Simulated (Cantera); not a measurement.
MgO + C + H2 (carbothermic reduction)

Input: 1 mol MgO, 2.6 mol C, 4.8 mol H2, at 0.260 bar.

These are equilibrium values from Cantera (NASA tables, ideal gas, pure condensed phases), not measurements of a reactor. Candidate condensed phases: C, C6H6, C7H8, C8H18, H2O, Mg, MgCO3, MgO, Mg(OH)2; 116 gas species. The tables' values for MgH are old estimates; treat these amounts as uncertain. Equilibrium is a limit: real reactors are often held back by kinetics, nucleation or transport.

```csv
T (°C),log p H2,log p CO,log p Mg,log p H,log p C2H2 (acetylene),n C(graphite),n MgO(s)
1050,-0.59,-4.56,-4.56,-6.09,-6.67,2.59,0.999
1150,-0.59,-3.70,-3.70,-5.47,-6.05,2.59,0.996
1250,-0.59,-2.95,-2.95,-4.93,-5.52,2.58,0.979
1350,-0.60,-2.30,-2.30,-4.46,-5.06,2.50,0.904
1450,-0.65,-1.73,-1.73,-4.07,-4.70,2.19,0.594
1550,-0.74,-1.42,-1.42,-3.73,-4.41,1.60,0
1650,-0.74,-1.42,-1.42,-3.39,-4.08,1.60,0
1750,-0.74,-1.42,-1.42,-3.09,-3.79,1.59,0
1850,-0.74,-1.42,-1.42,-2.82,-3.52,1.58,0
1950,-0.74,-1.42,-1.42,-2.57,-3.28,1.57,0
2050,-0.75,-1.42,-1.42,-2.34,-3.06,1.55,0
2150,-0.76,-1.42,-1.43,-2.13,-2.87,1.53,0
```
log p: log10 of the partial pressure in bar; n: condensed amount in mol.

From 1050 °C to 1450 °C the condensed part is C(graphite) + MgO(s). From 1550 °C to 2150 °C the condensed part is C(graphite). The main Mg-bearing gas is Mg throughout.
